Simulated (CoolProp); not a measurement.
Saturated liquid density (kg/m³) of C3F8 (R218): the reference equation beside estimates from Tc = 345.0 K, pc = 2.640 MPa, ω = 0.317. Rackett uses Z = 0.29056 − 0.08775 ω.

The numbers come from the reference Helmholtz-energy equation of state, Lemmon 2006 in CoolProp. It is a short technical equation, of lower accuracy than the large ones.

```tsv
T (K)	reference	Rackett	van der Waals	Redlich-Kwong	Soave-Redlich-Kwong	Peng-Robinson
158.9	1890	2020	1159	1724	1765	1983
161.7	1881	2010	1154	1716	1759	1976
164.6	1870	2000	1149	1708	1752	1968
167.4	1861	1990	1144	1700	1745	1961
170.3	1851	1980	1139	1691	1738	1954
173.1	1841	1970	1133	1683	1730	1946
176	1831	1959	1128	1674	1723	1938
178.8	1821	1949	1123	1665	1716	1930
181.7	1811	1939	1117	1656	1708	1922
184.5	1801	1928	1112	1647	1700	1914
187.4	1791	1918	1106	1638	1692	1905
```

Absolute difference from the reference over all 11 rows, mean and median: Rackett 7.0 and 7.0 %, van der Waals 38.4 and 38.5 %, Redlich-Kwong 8.6 and 8.6 %, Soave-Redlich-Kwong 6.0 and 6.0 %, Peng-Robinson 5.7 and 5.7 %.
